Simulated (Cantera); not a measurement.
Stirred combustor or abatement burner

A perfectly stirred reactor is fed with 3.59 % CH4, 0.431 % C2H6, 0.216 % C3H8, 19.2 % O2, 72.3 % N2, 1.94 % H2O, 2.41 % CO2, equivalence ratio 0.51, at 3.10 bar; it is adiabatic with a 448 K inlet, and is followed from long to short residence time, starting on the burning branch (τ in s: 0.059, 0.029, 0.014, 0.0071, 0.0035, 0.0017, 0.00086, 0.00043, 0.00021, 0.0001, 5.2e-05, 2.6e-05).

Computed with Cantera and GRI-Mech 3.0 (53 species, 325 reactions).

```tsv
τ (s)	T (K)	x CH4	x C2H6	x C3H8	x CH2	x H
0.059	1556	1.91e-5	5.89e-7	3.17e-7	1.38e-8	1.64e-6
0.029	1554	3.09e-5	9.76e-7	5.27e-7	2.68e-8	3.20e-6
0.014	1550	5.13e-5	1.64e-6	8.86e-7	5.18e-8	6.35e-6
0.0071	1543	8.37e-5	2.70e-6	1.45e-6	9.41e-8	1.19e-5
0.0035	1532	0.000145	4.68e-6	2.47e-6	1.71e-7	2.24e-5
0.0017	1509	0.000283	9.13e-6	4.66e-6	3.03e-7	4.02e-5
0.00086	448	0.0359	0.00431	0.00216	<1e-12	<1e-12
0.00043	448	0.0359	0.00431	0.00216	<1e-12	<1e-12
0.00021	448	0.0359	0.00431	0.00216	<1e-12	<1e-12
0.00010	448	0.0359	0.00431	0.00216	<1e-12	<1e-12
5.2e-5	448	0.0359	0.00431	0.00216	<1e-12	<1e-12
2.6e-5	448	0.0359	0.00431	0.00216	<1e-12	<1e-12
```
x: mole fraction; the columns are a selection and need not sum to one.
